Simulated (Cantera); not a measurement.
An isothermal, constant-pressure homogeneous reactor starts with 58.8 % NO, 41.2 % N2, at 1475 K and 1.00 bar.

Detailed kinetics in Cantera: GRI-Mech 3.0 (53 species, 325 reactions).

Predict: x(NO) at 10.0 s; x(O) at 10.0 s; x(O2) at 10.0 s; x(NO2) at 10.0 s; x(N2O) at 10.0 s; x(N2) at 10.0 s.


- x(NO) at 10.0 s: 0.545 (gas-phase equilibrium 0.00121)
- x(O) at 10.0 s: 4.51e-7 (gas-phase equilibrium 1.57e-6)
- x(O2) at 10.0 s: 0.0207 (gas-phase equilibrium 0.294)
- x(NO2) at 10.0 s: 0.00103 (gas-phase equilibrium 8.28e-6)
- x(N2O) at 10.0 s: 9.76e-5 (gas-phase equilibrium 7.10e-8)
- x(N2) at 10.0 s: 0.433 (gas-phase equilibrium 0.705)
